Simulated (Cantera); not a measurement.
A freely propagating, adiabatic, planar premixed flame of H2 : O2 : N2 = 1 : 0.833 : 3.13 (molar parts), equivalence ratio 0.60, unburnt at 548 K and 7500 Torr; mixture-averaged transport, grid criteria slope 0.08 and curve 0.16, no radiation.

Detailed kinetics in Cantera: the H2/O2 subset of GRI-Mech 3.0, which has no nitrogen chemistry. The hydrogen kinetics of GRI-Mech 3.0 are dated; newer H2 mechanisms differ, most at raised pressure. Burning velocities carry a grid error of a few per cent, more on coarse grids. Lean hydrogen flames are cellular in practice and burn faster than this planar one.

Question: How do the results move with these cheaper or finer settings: unity-Lewis-number transport; multicomponent transport; multicomponent+Soret transport; grid criteria slope 0.5, curve 1; grid criteria slope 0.25, curve 0.5; grid criteria slope 0.03, curve 0.06?

Answer: 
```csv
setting,laminar burning velocity,thermal thickness,peak x(H2O2),peak x(H),grid points
as above,108 cm/s,0.0385 mm,0.000322,0.00177,114
unity-Lewis-number transport,213 cm/s,0.0231 mm,0.000127,0.00694,111
multicomponent transport,111 cm/s,0.0377 mm,0.000318,0.00183,114
multicomponent+Soret transport,103 cm/s,0.0389 mm,0.000315,0.00168,115
"grid criteria slope 0.5, curve 1",92.6 cm/s,0.0479 mm,0.000358,0.00120,35
"grid criteria slope 0.25, curve 0.5",110 cm/s,0.0408 mm,0.000333,0.00170,51
"grid criteria slope 0.03, curve 0.06",113 cm/s,0.0368 mm,0.000310,0.00195,239
```
Unity Lewis numbers drop preferential diffusion, which matters most where H2 and H carry the flame; Soret adds thermal diffusion.
